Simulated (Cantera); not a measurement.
## Thermodynamics of silicon carbide growth, feed (CH₃)₂SiCl₂ + HCl + H₂

Charge: 1 mol (CH₃)₂SiCl₂, 3 mol HCl, 22 mol H₂, at 2025 °C and 0.0430 bar.

Cantera equilibrium calculation (NASA polynomials, part measured and part estimated; ideal gas, pure solids and liquids). Candidate condensed phases: C, C₆H₆, C₇H₈, C₈H₁₈, Si, SiC; 109 gas species. The feed counts by its element totals alone. The tables' values for SiCl, SiCl₃ are old estimates; treat these amounts as uncertain. Gases not in the tables: Si₂H₆ and higher silanes. The numbers say what is thermodynamically allowed, not how fast it happens.

- x(H₂): 0.791
- x(HCl): 0.147
- x(H): 0.0411
- x(SiCl₂): 0.00689
- x(Cl): 0.00551
- x(C₂H₂ (acetylene)): 0.00338
- x(Si): 0.00304
- x(SiCl): 0.000888
- x(SiC₂): 0.000417
- n(C(graphite)): 1.12 mol
- n(SiC(s)): 0.641 mol
- gas amount: 29.82 mol
- log10 activity of Si(l) (absent): -0.85
